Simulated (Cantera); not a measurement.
**C + CO2 (carbon deposition, reforming and gasification)**

Feed: 1 mol C, 0.029 mol CO2, at 1523.15 K and 32300 Torr.

Method: chemical equilibrium by Gibbs-energy minimisation in Cantera with the NASA 1993 tables (ideal gas, pure condensed phases). Candidate condensed phases: C; 12 gas species. The ideal-gas law is rough above about 30 bar. The numbers say what is thermodynamically allowed, not how fast it happens.

```json
{
 "x(CO)": "0.978",
 "x(CO2)": "0.0223",
 "n(C(graphite))": "0.972 mol",
 "gas_amount": "0.05673 mol"
}
```
